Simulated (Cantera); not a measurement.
A Cantera script and its output.

```python
import numpy as np
import cantera as ct

gas = ct.Solution("gri30.yaml")
gas.TPX = 1675, 100000, {'CH3OH': 1, 'O2': 1.55, 'N2': 5.81}
reactor = ct.IdealGasReactor(gas, energy="on", clone=False)
net = ct.ReactorNet([reactor])
net.rtol, net.atol = 1e-08, 1e-16
show = ['CH3OH', 'O2', 'HO2', 'CH2', 'NO']
times = np.geomspace(7e-06, 5, 16)

steps = ct.SolutionArray(gas, extra=["t"])
rows = []
print(f"{'t/s':>10s}{'T/K':>9s}{'P/Pa':>11s}" + "".join(f"{s:>11s}" for s in show))
for t in times:
    while net.time < t:
        t_next = net.step()
        steps.append(gas.state, t=t_next)
    rows.append([np.interp(t, steps.t, y) for y in (steps.T, steps.P, *steps(*show).X.T)])
    print(f"{t:10.3e}{rows[-1][0]:9.1f}{rows[-1][1]:11.4g}" + "".join(f"{x:11.3e}" for x in rows[-1][2:]))
rate = np.gradient(steps.T, steps.t)
print("integrator steps:", len(steps.t))
if steps.T.max() > steps.T[0] + 200:
    print(f"time of steepest temperature rise: {steps.t[rate.argmax()]:.4e} s")
gas.TPX = 1675, 100000, {'CH3OH': 1, 'O2': 1.55, 'N2': 5.81}
gas.equilibrate("UV")
print(f"equilibrium (UV): T = {gas.T:.1f} K  " + "  ".join(f"{s} {gas[s].X[0]:.3e}" for s in show))
```

Output:

```
       t/s      T/K       P/Pa      CH3OH         O2        HO2        CH2         NO
 7.000e-06   1675.2  1.001e+05  1.184e-01  1.846e-01  4.537e-04  8.101e-07  4.960e-12
 1.719e-05   1680.7  1.006e+05  1.146e-01  1.824e-01  1.163e-03  8.558e-07  2.260e-11
 4.223e-05   1837.5  1.143e+05  6.911e-02  1.546e-01  3.591e-03  4.066e-06  8.692e-10
 1.037e-04   2887.4  1.953e+05  7.951e-16  3.364e-02  1.301e-05  9.879e-14  1.065e-03
 2.548e-04   2922.8  1.971e+05  9.137e-16  3.121e-02  1.342e-05  1.218e-13  5.335e-03
 6.257e-04   2915.6  1.965e+05  9.439e-16  2.908e-02  1.255e-05  1.202e-13  1.113e-02
 1.537e-03   2912.3  1.962e+05  9.581e-16  2.815e-02  1.218e-05  1.195e-13  1.368e-02
 3.775e-03   2912.2  1.962e+05  9.588e-16  2.810e-02  1.216e-05  1.194e-13  1.380e-02
 9.272e-03   2912.2  1.962e+05  9.588e-16  2.810e-02  1.216e-05  1.194e-13  1.380e-02
 2.277e-02   2912.2  1.962e+05  9.588e-16  2.810e-02  1.216e-05  1.194e-13  1.380e-02
 5.593e-02   2912.2  1.962e+05  9.588e-16  2.810e-02  1.216e-05  1.194e-13  1.380e-02
 1.374e-01   2912.2  1.962e+05  9.588e-16  2.810e-02  1.216e-05  1.194e-13  1.380e-02
 3.374e-01   2912.2  1.962e+05  9.588e-16  2.810e-02  1.216e-05  1.194e-13  1.380e-02
 8.288e-01   2912.2  1.962e+05  9.588e-16  2.810e-02  1.216e-05  1.194e-13  1.380e-02
 2.036e+00   2912.2  1.962e+05  9.588e-16  2.810e-02  1.216e-05  1.194e-13  1.380e-02
 5.000e+00   2912.2  1.962e+05  9.588e-16  2.810e-02  1.216e-05  1.194e-13  1.380e-02
integrator steps: 1692
time of steepest temperature rise: 4.9137e-05 s
equilibrium (UV): T = 2912.2 K  CH3OH 1.003e-15  O2 2.810e-02  HO2 1.216e-05  CH2 1.282e-13  NO 1.380e-02
```

Model: GRI-Mech 3.0 (53 species, 325 reactions), integrated in Cantera. GRI-Mech 3.0 was tuned for natural gas; its chemistry of methanol as a main component is partial and can be far from experiment.
